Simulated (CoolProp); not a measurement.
Cyclopropane along the isotherm 84.95 °C: density (kg/m³) from the reference equation and from simpler models built on Tc = 125.5 °C, pc = 5.605 MPa, ω = 0.131; each cubic takes its own stable root.

Computed with CoolProp (reference Helmholtz-energy equation of state, Polt 1992). This equation is an older, rougher fit; its heat capacities, sound speeds and derivatives of the liquid may be far off and weren't checked against measurements.

```
p (MPa)   phase  reference
-------  ------  ---------
2           gas      35.60
4        liquid      514.2
6        liquid      525.7
8        liquid      535.2
10       liquid      543.5
12       liquid      550.8
14       liquid      557.5
16       liquid      563.5
18       liquid      569.1
20       liquid      574.4
22       liquid      579.3
24       liquid      583.9
26       liquid      588.3
28       liquid      592.4
```

Question: How far does each simpler model (Soave-Redlich-Kwong, Peng-Robinson) lie from the reference over these 14 states: mean and median of the absolute difference, and the worst?

Answer: 
- Soave-Redlich-Kwong: mean 7.9 %, median 7.7 %, worst -12.5 % at 84.95 °C and 4 MPa
- Peng-Robinson: mean 2.9 %, median 3.2 %, worst +4.9 % at 84.95 °C and 28 MPa
